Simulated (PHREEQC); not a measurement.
A solution holds 1.92 mmol/kgw MnSO4, 14.4 mmol/kgw MgSO4, 0.106 mmol/kgw H2SO4 and 0.054 mmol/kgw NaCl, at 25 °C. Closed to the air; pH follows from the charge balance.

Equilibrium calculation in PHREEQC: ion-association model, phreeqc.dat.

- pH = 3.92
- ionic strength = 0.0417 mol/kgw
- specific conductance = 2190 µS/cm
- total alkalinity = -0.212 meq/kg

```tsv
species	molality	activity	log γ
SO4-2	0.0104	0.00505	-0.314
Mg+2	0.00904	0.00457	-0.296
MgSO4	0.00536	0.00541	0.004
Mn+2	0.00133	0.000669	-0.297
MnSO4	0.000595	0.000601	0.004
H+	0.000140	0.000121	-0.065
HSO4-	7.15e-5	5.94e-5	-0.080
Cl-	5.39e-5	4.45e-5	-0.083
Na+	5.27e-5	4.40e-5	-0.078
NaSO4-	1.33e-6	1.11e-6	-0.076
MnCl+	1.45e-7	1.21e-7	-0.078
```

This is a speciation only: nothing precipitates in the calculation.
